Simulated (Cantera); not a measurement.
Input: 1 mol Fe, 1.7 mol Cl₂, 0.041 mol H₂, at 773 K and 0.560 bar.

Cantera equilibrium calculation (NASA polynomials, part measured and part estimated; ideal gas, pure solids and liquids). Candidate condensed phases: Fe, FeCl₂, FeCl₃; 11 gas species. Rates play no part.

Base state: Fe₂Cl₆ 0.620, Cl₂ 0.208, HCl 0.107, FeCl₃ 0.0655, FeCl₂ 1.37e-5 (mole fractions); condensed: gas only.

What changes in the equilibrium state with this change: temperature from 773 K to 750 K?


```json
[
 {"species": "Fe₂Cl₆", "before": "0.620", "after": "0.635"},
 {"species": "Cl₂", "before": "0.208", "after": "0.209"},
 {"species": "HCl", "before": "0.107", "after": "0.108"},
 {"species": "FeCl₃", "before": "0.0655", "after": "0.0474"},
 {"species": "FeCl₂", "before": "1.37e-5", "after": "5.82e-6"}
]
```
